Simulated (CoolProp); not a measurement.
Vapour-liquid equilibrium of CHF3 (R23) (1) + R152A (2) at 209.1 K; x and y are mole fractions of (1).

Values from CoolProp's multi-fluid Helmholtz-energy mixture model, Penoncello 2003 and Outcalt 1996; pair parameters Bell 2016.

### Question
Give the bubble pressure and the first vapour's composition at x = 0.425, 0.65, 0.875. Is there an azeotrope?

### Answer
x = 0.425: 0.1087 MPa, y = 0.936; x = 0.65: 0.1665 MPa, y = 0.974; x = 0.875: 0.2255 MPa, y = 0.993. No azeotrope shows between x = 0.05 and 0.95.

Pair parameters are fitted to limited data, so mixtures are less certain than the pure fluids.
